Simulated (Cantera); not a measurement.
**Equilibrium for metals in furnace atmospheres: Al + H2O + H2**

Input: 1 mol Al, 0.2 mol H2O, a varied amount of H2, held at 1252 °C and 1.90 mbar.

Cantera equilibrium calculation (NASA polynomials, part measured and part estimated; ideal gas, pure solids and liquids). Candidate condensed phases: Al, Al2O3, H2O; 19 gas species. Mutual solubility and eutectic melting of coexisting phases are not modelled. The numbers say what is thermodynamically allowed, not how fast it happens.

From 17 mol H2 to 23 mol H2 the condensed part is Al(l) + Al2O3(s). From 27 mol H2 to 50 mol H2 the condensed part is Al(l). From 59 mol H2 to 110 mol H2 nothing is condensed. The main Al-bearing gas is Al2O at 17 mol H2 and Al at 110 mol H2.

```csv
n(H2) (mol),log p H2,log p Al,log p Al2O,log p H,log p AlH,log p Al2,log p AlOH,log p H2O,n Al(l),n Al2O3(s)
17,-2.73,-4.70,-4.82,-5.99,-6.03,-8.51,-8.71,-10.71,0.487,0.0197
20,-2.73,-4.70,-4.82,-5.99,-6.03,-8.51,-8.71,-10.71,0.421,0.0115
23,-2.73,-4.70,-4.82,-5.99,-6.03,-8.51,-8.71,-10.71,0.355,0.00334
27,-2.73,-4.70,-4.86,-5.99,-6.03,-8.51,-8.76,-10.76,0.298,0
31,-2.73,-4.70,-4.92,-5.99,-6.03,-8.51,-8.81,-10.82,0.253,0
37,-2.73,-4.70,-5.00,-5.99,-6.03,-8.51,-8.89,-10.89,0.187,0
43,-2.73,-4.70,-5.06,-5.99,-6.03,-8.51,-8.96,-10.96,0.121,0
50,-2.73,-4.70,-5.13,-5.99,-6.03,-8.51,-9.02,-11.02,0.0436,0
59,-2.73,-4.74,-5.20,-5.99,-6.07,-8.59,-9.05,-11.02,0,0
68,-2.73,-4.80,-5.26,-5.99,-6.13,-8.71,-9.05,-10.96,0,0
80,-2.73,-4.87,-5.33,-5.99,-6.19,-8.85,-9.05,-10.89,0,0
93,-2.73,-4.94,-5.39,-5.99,-6.26,-8.98,-9.05,-10.82,0,0
110,-2.72,-5.01,-5.47,-5.99,-6.33,-9.13,-9.05,-10.75,0,0
```
log p: log10 of the partial pressure in bar; n: condensed amount in mol.
